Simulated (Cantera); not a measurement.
An adiabatic, constant-volume homogeneous reactor starts with CH₄ : O₂ : N₂ = 1 : 0.909 : 3.42 (molar parts), at 1800 K and 760 Torr. Integrator tolerance rtol = 1e-08.

Detailed kinetics in Cantera: GRI-Mech 3.0 (53 species, 325 reactions).

| quantity | before | after |
|---|---|---|
| time of steepest temperature rise | 0.119 ms | 0.203 s |
| temperature at 1.00 s | 2832 K | 2392 K |
| equilibrium temperature | 2832 K | 2392 K |
| x(CH₄) at 1.00 s | 3.00e-11 (gas-phase equilibrium 3.36e-11) | 3.21e-10 (gas-phase equilibrium 3.63e-10) |
| x(O₂) at 1.00 s | 0.000109 (gas-phase equilibrium 0.000109) | 1.54e-6 (gas-phase equilibrium 1.54e-6) |
| x(CO₂) at 1.00 s | 0.0118 (gas-phase equilibrium 0.0118) | 0.0139 (gas-phase equilibrium 0.0139) |
| x(CH₃) at 1.00 s | 7.63e-11 (gas-phase equilibrium 8.54e-11) | 1.27e-10 (gas-phase equilibrium 1.44e-10) |
| x(CH₂) at 1.00 s | 2.19e-11 (gas-phase equilibrium 2.33e-11) | 4.35e-12 (gas-phase equilibrium 4.87e-12) |
| x(H) at 1.00 s | 0.0282 (gas-phase equilibrium 0.0282) | 0.00424 (gas-phase equilibrium 0.00424) |
| x(C₂H₄) at 1.00 s | <1e-12 (gas-phase equilibrium <1e-12) | <1e-12 (gas-phase equilibrium <1e-12) |

Question: Name the change that produced these shifts.
A. initial temperature 1800 to 1125 K
B. pressure from 760 Torr to 3750 Torr
C. pressure from 760 Torr to 7500 Torr
D. initial temperature 1800 to 1173 K

Answer: A, initial temperature 1800 to 1125 K
